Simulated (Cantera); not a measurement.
A closed system holds: 1 mol Si3N4, 0.031 mol N2O, a varied amount of H2, at 1.33 mbar.

Cantera equilibrium calculation (NASA polynomials, part measured and part estimated; ideal gas, pure solids and liquids). Candidate condensed phases: H2O, Si, SiO2, Si2N2O, Si3N4; 35 gas species. Equilibrium is a limit: real reactors are often held back by kinetics, nucleation or transport.

Stable condensed phases, one row left out:

```
T in K \ n(H2) in mol
          12  19  29  45  69 110 160 250 390 600
   2073    A   A   A   B   B   B   B   B   B   B
   2023    A   A   A   A   B   B   B   B   B   B
   1973    A   A   A   A   A   A   B   B   B   B
   1873    A   A   A   A   A   A   A   A   A   B
   1823    A   A   A   A   A   A   A   A   A   A
   1773    A   A   A   A   A   A   A   A   A   A
   1723    A   A   A   A   A   A   A   A   A   A
   1673    A   A   A   A   A   A   A   A   A   A
   1623    A   A   A   A   A   A   A   A   A   A
```

A: Si; B: gas only.

Give the row for 1923 K.

12: Si; 19: Si; 29: Si; 45: Si; 69: Si; 110: Si; 160: Si; 250: gas only; 390: gas only; 600: gas only.
